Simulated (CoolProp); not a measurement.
Vapour-liquid equilibrium of carbon dioxide (1) + R123 (2) at -24.35 °C; x and y are mole fractions of (1).

The numbers come from the multi-fluid Helmholtz-energy mixture model, Span 1996 and Younglove 1994; pair parameters Bell 2016 in CoolProp.

```csv
x,bubble pressure (bar),y at the bubble point,dew pressure at overall composition x (bar),liquid density (mol/L)
0.05,0.7269,0.874,0.09900,10.71
0.15,1.935,0.955,0.1106,11.49
0.25,3.165,0.974,0.1254,12.37
0.35,4.504,0.984,0.1446,13.35
0.45,6.010,0.989,0.1707,14.47
0.55,7.717,0.993,0.2084,15.73
0.65,9.626,0.995,0.2674,17.18
0.75,11.71,0.997,0.3729,18.83
0.85,13.89,0.999,0.6157,20.71
0.95,16.09,1.000,1.755,22.80
```

No azeotrope shows between x = 0.05 and 0.95.

The pair parameters rest on a limited set of measurements; away from them the model extrapolates.
